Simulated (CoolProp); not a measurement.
A single-stage vapour-compression cycle with fluoroethane (R161): evaporating at 196.15 K (dew point), condensing at 217.15 K (bubble point), superheat 0 K, subcooling 2 K, compressor efficiency 0.8, no pressure losses. Each further row changes one setting.

Model: reference Helmholtz-energy equation of state, Wu 2012, in CoolProp.

```tsv
case	cooling COP	pressure ratio	discharge temperature (K)	refrigerating effect (kJ/kg)	volumetric capacity (kJ/m³)
as stated	6.92	3.71	256.3	428	137
evaporating temperature 201.15 K	9.53	2.64	[?]	433	190
condensing temperature 212.15 K	9.26	2.79	242.8	438	140
subcooling 7 K	7.08	3.71	256.3	438	140
superheat 10 K	[?]	3.71	267.6	438	[?]
compressor efficiency 0.7	6.06	3.71	264.0	428	137
```

Task: What belongs in the gaps?

Result: 
- evaporating temperature 201.15 K, discharge temperature (K): 245.7
- superheat 10 K, cooling COP: 6.75
- superheat 10 K, volumetric capacity (kJ/m³): 133
